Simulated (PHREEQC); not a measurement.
Consider water at 85 °C with 0.02 mol/kgw TMAH. Closed to the air; pH follows from the charge balance.

The numbers come from PHREEQC with the ion-association model, wateq4f.dat.

The pH is 10.75. The ionic strength is 0.0200 mol/kgw and the total alkalinity is 20.0 meq/kg.

```
species   molality  activity   log γ
--------  --------  --------  ------
OH-         0.0200    0.0170  -0.070
(CH3)4N+    0.0200    0.0171  -0.069
```

This is a speciation only: nothing precipitates in the calculation. Species that the database lacks are ignored. (CH3)4N+ isn't in the database: it is added as a free cation with an ion size of 4 Å. Constants without temperature data keep their 25 °C values here.
